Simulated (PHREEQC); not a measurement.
A solution holds 0.19 mol H3BO3 and 4.7e-05 mol Na2SO4 per kg of water, at 25 °C. Closed to the air; pH follows from the charge balance.

Equilibrium calculation in PHREEQC: ion-association model, phreeqc.dat.

| quantity | before | after |
|---|---|---|
| pH | 4.98 | 1.41 |
| ionic strength (mol/kgw) | 0.000151 | 0.0578 |
| H2BO3- (mol/kgw) | 1.06e-5 | 3.47e-9 |

What was changed between the two runs?
(A) Na2SO4 left out
(B) diluted 100-fold with water
(C) 0.035 mol/kgw H2SO4 added
(D) diluted 5-fold with water
(E) diluted 10-fold with water

C, 0.035 mol/kgw H2SO4 added

No solid was allowed to form.
